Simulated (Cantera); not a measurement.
# Roasting and sulfation: MgCO3 + SO2 + N2 + O2

Input: 1 mol MgCO3, 0.89 mol SO2, 0.56 mol N2, 0.95 mol O2, equilibrated at 248 Torr.

Method: chemical equilibrium by Gibbs-energy minimisation in Cantera with the NASA 1993 tables (ideal gas, pure condensed phases). Candidate condensed phases: C, Mg, MgCO3, MgO, MgS, MgSO4, S; 40 gas species. Mutual solubility and eutectic melting of coexisting phases are not modelled. Kinetics and transport are ignored.

From 1198 K to 1248 K the condensed part is MgO(s) + MgSO4(s). From 1298 K to 1598 K the condensed part is MgO(s).

```csv
T (K),x CO2,x O2,x SO2,x N2,x SO3,x NO,x CO,n MgO(s),n MgSO4(s)
1198,0.447,0.250,0.0487,0.250,0.00366,0.000118,2.59e-8,0.227,0.773
1248,0.329,0.269,0.206,0.184,0.0109,0.000152,5.71e-8,0.770,0.230
1298,0.296,0.276,0.254,0.165,0.00947,0.000205,1.44e-7,1.00,0
1348,0.295,0.277,0.256,0.165,0.00687,0.000281,3.77e-7,1.00,0
1398,0.295,0.277,0.257,0.165,0.00509,0.000377,9.23e-7,1.00,0
1448,0.295,0.278,0.258,0.165,0.00385,0.000494,2.12e-6,1.00,0
1498,0.295,0.278,0.259,0.165,0.00296,0.000637,4.62e-6,1.00,0
1548,0.294,0.278,0.260,0.164,0.00232,0.000808,9.55e-6,1.00,0
1598,0.294,0.278,0.260,0.164,0.00184,0.00101,1.89e-5,1.00,0
```
x: gas mole fraction; n: condensed amount in mol.
